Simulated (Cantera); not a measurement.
What does this Cantera script print?

```python
import numpy as np
import cantera as ct

gas = ct.Solution("gri30.yaml")
gas.TPX = 498, 140000, {'CH4': 0.78, 'H2': 0.26, 'O2': 2.63, 'N2': 9.99}
flame = ct.FreeFlame(gas, width=0.032)
flame.set_refine_criteria(ratio=3, slope=0.08, curve=0.16)
flame.transport_model = "mixture-averaged"
flame.solve(loglevel=0, auto=True)
z, T = flame.grid, flame.T
thick = (T[-1] - T[0]) / np.gradient(T, z).max()
show = ['CH4', 'H2', 'O2', 'H2O2', 'NO', 'CO']
print(f"laminar burning velocity  {flame.velocity[0] * 100:.3f} cm/s")
print(f"burnt temperature         {T[-1]:.1f} K")
print(f"thermal thickness         {thick * 1e3:.4f} mm")
print(f"grid points               {len(z)}")
z0 = z[flame.heat_release_rate.argmax()]
print(f"{'z/mm':>9s}{'T/K':>9s}{'u/(m/s)':>9s}" + "".join(f"{s:>11s}" for s in show))
rows = []
for k in (-3, -2, -1.5, -1, -0.5, -0.25, 0, 0.25, 0.5, 1, 2, 4, 8):
    zz = z0 + k * thick
    rows.append([k * thick, np.interp(zz, z, T), np.interp(zz, z, flame.velocity),
                 *(np.interp(zz, z, flame.X[gas.species_index(s)]) for s in show)])
    print(f"{rows[-1][0] * 1e3:9.3f}{rows[-1][1]:9.1f}{rows[-1][2]:9.3f}" + "".join(f"{x:11.3e}" for x in rows[-1][3:]))
```

Output:

```
laminar burning velocity  47.042 cm/s
burnt temperature         1894.5 K
thermal thickness         0.3893 mm
grid points               136
     z/mm      T/K  u/(m/s)        CH4         H2         O2       H2O2         NO         CO
   -1.168    498.5    0.471  5.711e-02  1.832e-02  1.926e-01  6.072e-08  7.636e-11  6.034e-06
   -0.779    502.7    0.474  5.695e-02  1.723e-02  1.926e-01  6.254e-07  8.229e-10  6.254e-05
   -0.584    515.7    0.486  5.632e-02  1.603e-02  1.920e-01  2.553e-06  3.737e-09  2.621e-04
   -0.389    582.7    0.549  5.294e-02  1.392e-02  1.876e-01  1.256e-05  2.865e-08  1.467e-03
   -0.195    893.9    0.846  3.711e-02  1.078e-02  1.625e-01  3.861e-05  3.568e-07  8.379e-03
   -0.097   1208.0    1.147  2.070e-02  9.026e-03  1.334e-01  2.863e-05  8.613e-07  1.642e-02
    0.000   1521.2    1.447  4.879e-03  6.526e-03  9.977e-02  2.363e-06  1.622e-06  2.289e-02
    0.097   1663.1    1.578  3.166e-04  3.613e-03  8.164e-02  8.063e-07  2.561e-06  1.829e-02
    0.195   1722.6    1.629  1.235e-05  2.407e-03  7.587e-02  6.485e-07  3.347e-06  1.185e-02
    0.389   1790.1    1.685  1.932e-08  1.664e-03  7.225e-02  4.433e-07  4.426e-06  5.582e-03
    0.779   1846.6    1.733  1.330e-12  8.874e-04  7.054e-02  2.612e-07  5.572e-06  2.200e-03
    1.557   1878.2    1.760  1.762e-17  3.292e-04  7.006e-02  1.361e-07  6.495e-06  7.727e-04
    3.114   1890.7    1.770  1.877e-18  1.104e-04  7.004e-02  7.312e-08  7.099e-06  2.444e-04
```

Computed with Cantera and GRI-Mech 3.0 (53 species, 325 reactions). Burning velocities carry a grid error of a few per cent, more on coarse grids.
